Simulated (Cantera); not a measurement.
A counterflow diffusion flame at 825 Torr, nozzles 20 mm apart: fuel side 53.4 % CH4, 24.6 % C2H6, 2.78 % C3H8, 19.2 % N2 at 548 K, oxidiser side 22.0 % O2, 78.0 % N2 at 700 K, fuel mass flux 1 times the oxidiser's; mixture-averaged transport, no radiation.

Detailed kinetics in Cantera: GRI-Mech 3.0 (53 species, 325 reactions). GRI-Mech 3.0 has no aromatics or soot, which form on the fuel side of real flames. The maximum strain rate includes the flame's own expansion and is several times the mean.

x: mole fraction; the columns are a selection and need not sum to one.

```csv
oxidiser flux (kg/m²/s),max strain (1/s),mean strain (1/s),T max (K),peak x OH,peak x H,peak x NO,peak x CO,peak x C2H2
0.28,239,51.3,2231,0.0103,0.00505,0.000405,0.0687,0.0299
0.38,?,69.7,2214,0.0103,0.00532,0.000377,0.0677,0.0288
0.54,440,99.0,2196,0.0103,0.00563,0.000345,0.0668,0.0275
0.75,600,137,2178,0.0103,0.00593,0.000314,0.0661,0.0262
1,786,183,2164,0.0102,0.00619,0.000286,0.0657,0.0252
1.5,1150,275,2141,0.0100,0.00650,0.000243,0.0652,0.0234
2,?,367,2122,0.00981,0.00668,?,0.0651,0.0220
2.8,2050,513,2096,0.00942,0.00679,0.000169,0.0651,0.0201
```

### Question
Fill in the missing entries.

### Answer

- 0.38, max strain (1/s): 317
- 2, max strain (1/s): 1500
- 2, peak x NO: 0.000209
